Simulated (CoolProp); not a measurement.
Vapour-liquid equilibrium of propane (1) + R134a (2) at 313.1 K; x and y are mole fractions of (1).

Values from CoolProp's multi-fluid Helmholtz-energy mixture model, Lemmon 2009 and Tillner-Roth 1994; pair parameters Bell 2016.

```
x      bubble pressure (bar)  y at the bubble point  dew pressure at overall composition x (bar)  liquid density (mol/L)
-----  ---------------------  ---------------------  -------------------------------------------  ----------------------
0.05                   11.72                  0.146                                        10.65                   11.09
0.125                  13.52                  0.283                                        11.48                   10.88
0.2                    14.78                  0.369                                        12.39                   10.68
0.275                  15.66                  0.430                                        13.41                   10.50
0.35                   16.28                  0.477                                        14.50                   10.35
0.425                  16.69                  0.518                                        15.59                   10.23
0.5                    16.96                  0.555                                        16.53                   10.14
0.575                  17.09                  0.592                                        17.05                   10.10
0.65                   17.08                  0.631                                        17.02                   10.10
0.725                  16.91                  0.676                                        16.57                   10.15
0.8                    16.52                  0.730                                        15.86                   10.23
0.875                  15.84                  0.802                                        15.05                   10.35
0.95                   14.74                  0.903                                        14.22                   10.50
```

y crosses x between x = 0.575 and 0.65: the model has an azeotrope there.

Pair parameters are fitted to limited data, so mixtures are less certain than the pure fluids.
